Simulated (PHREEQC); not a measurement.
# Hard or scaling water: speciation

Make-up at 25 °C: 0.63 mol/kgw CaCl2, 0.003 mol/kgw CO2 and 4.1e-05 mol/kgw H4SiO4. Closed to the air; pH follows from the charge balance.

Model: ion-association model, wateq4f.dat, run in PHREEQC.

Precipitation was switched off in this run.

Task: Estimate the pH, activity of water.

Result: pH 4.07; activity of water 0.968.

Task: In which forms is C present?

Result: CO2 96 %, CaHCO3+ 2.7 %, HCO3- 1.2 % of the C.

The ionic strength is past about 0.7 mol/kgw, beyond the range of this activity model, so the values are rough.
